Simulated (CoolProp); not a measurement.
Aqueous calcium chloride as a coolant, 25 % by mass, freezing at -29.0 °C, 1 atm.

Computed with CoolProp (Melinder's fits for secondary coolants).

```tsv
T (°C)	cp (kJ/(kg K))	density (kg/m³)	conductivity (W/(m K))	viscosity (mPa s)
-9.3	2.839	1240	0.526	5.41
-5.1	2.853	1239	0.532	(withheld)
-0.8	2.866	1237	0.538	(withheld)
3.4	2.879	1236	0.544	3.72
7.7	(withheld)	1234	0.550	3.32
11.9	2.903	1233	0.556	3.00
16.1	2.914	1231	0.562	2.72
20.4	2.925	1229	0.568	(withheld)
24.6	2.935	1227	0.574	2.27
28.8	(withheld)	1224	0.580	2.09
33.1	2.955	1222	0.586	1.93
37.3	(withheld)	1219	(withheld)	1.78
```

Task: Complete the blanks.

Result: 
- -5.1, viscosity (mPa s): 4.74
- -0.8, viscosity (mPa s): 4.17
- 7.7, cp (kJ/(kg K)): 2.891
- 20.4, viscosity (mPa s): 2.48
- 28.8, cp (kJ/(kg K)): 2.945
- 37.3, cp (kJ/(kg K)): 2.964
- 37.3, conductivity (W/(m K)): 0.592
